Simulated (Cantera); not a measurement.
A freely propagating, adiabatic, planar premixed flame of CO : H2 : CH4 : O2 : N2 : CO2 = 1 : 0.19 : 0.13 : 0.713 : 2.68 : 0.18 (molar parts), equivalence ratio 1.2, unburnt at 575 K and 0.523 atm; mixture-averaged transport, grid criteria slope 0.08 and curve 0.16, no radiation.

Model: GRI-Mech 3.0 (53 species, 325 reactions), integrated in Cantera. Burning velocities carry a grid error of a few per cent, more on coarse grids.

x: mole fraction of selected species; z is measured from the peak of heat release.

```
z (mm)  T (K)  u (m/s)   x CO     x H2     x CH4       x HO2     x CH3   x C2H4
------  -----  -------  -----  -------  --------  ----------  --------  -------
-2.35     575     2.24  0.204   0.0388    0.0266       <1e-8     <1e-8    <1e-8
-1.57     575     2.24  0.204   0.0388    0.0266  (withheld)     <1e-8    <1e-8
-1.17     575     2.24  0.204   0.0387    0.0266  (withheld)   1.25e-8    <1e-8
-0.783    576     2.24  0.204   0.0382    0.0266  (withheld)   3.56e-7    <1e-8
-0.392    641     2.49  0.203   0.0354    0.0260  (withheld)   2.10e-5  4.38e-7
-0.196    882     3.43  0.199   0.0312    0.0215  (withheld)   9.91e-5  5.34e-6
0        1304     5.07  0.190   0.0234   0.00617  (withheld)  0.000339  9.31e-6
0.196    1518     5.85  0.165   0.0135  0.000239  (withheld)   2.56e-5  1.36e-7
0.392    1608     6.14  0.142   0.0107   3.61e-6  (withheld)   5.11e-7    <1e-8
0.783    1716     6.47  0.120   0.0113     <1e-8  (withheld)     <1e-8    <1e-8
1.57     1833     6.84  0.111   0.0114     <1e-8  (withheld)     <1e-8    <1e-8
3.13     1955     7.23  0.107   0.0103     <1e-8  (withheld)     <1e-8    <1e-8
6.27     2078     7.62  0.101  0.00899     <1e-8  (withheld)     <1e-8    <1e-8
```

**Question.** Complete the blanks.

**Answer.** 
- -1.57, x HO2: 2.98e-8
- -1.17, x HO2: 5.45e-7
- -0.783, x HO2: 1.53e-5
- -0.392, x HO2: 0.000152
- -0.196, x HO2: 8.62e-5
- 0, x HO2: 5.49e-5
- 0.196, x HO2: 1.48e-5
- 0.392, x HO2: 8.99e-6
- 0.783, x HO2: 5.96e-6
- 1.57, x HO2: 4.31e-6
- 3.13, x HO2: 3.10e-6
- 6.27, x HO2: 2.06e-6
